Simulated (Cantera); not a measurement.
A perfectly stirred reactor is fed with 13.6 % CH4, 18.1 % O2, 68.3 % N2, equivalence ratio 1.5, at 1.90 bar; it is adiabatic with a 675 K inlet, and is followed from long to short residence time, starting on the burning branch (τ in s: 0.07, 0.028, 0.011, 0.0045, 0.0018, 0.00071, 0.00029, 0.00011, 4.6e-05, 1.8e-05).

Computed with Cantera and GRI-Mech 3.0 (53 species, 325 reactions).

Problem. Predict: blow-out, bracketed by the residence times tried; x(CH4) at τ = 70.0 ms; x(O2) at τ = 70.0 ms; x(CH2CO) at τ = 70.0 ms; x(N2O) at τ = 70.0 ms; x(CO) at τ = 70.0 ms; x(CH4) at τ = 0.710 ms; x(O2) at τ = 0.710 ms; x(CH2CO) at τ = 0.710 ms; x(N2O) at τ = 0.710 ms; x(CO) at τ = 0.710 ms.

Solution. 
- blow-out, bracketed by the residence times tried: burning at 0.290 ms, out at 0.110 ms
- x(CH4) at τ = 70.0 ms: 0.000135
- x(O2) at τ = 70.0 ms: 6.06e-5
- x(CH2CO) at τ = 70.0 ms: 1.87e-7
- x(N2O) at τ = 70.0 ms: 1.40e-8
- x(CO) at τ = 70.0 ms: 0.0878
- x(CH4) at τ = 0.710 ms: 0.00215
- x(O2) at τ = 0.710 ms: 0.00296
- x(CH2CO) at τ = 0.710 ms: 2.04e-5
- x(N2O) at τ = 0.710 ms: 8.98e-8
- x(CO) at τ = 0.710 ms: 0.0840
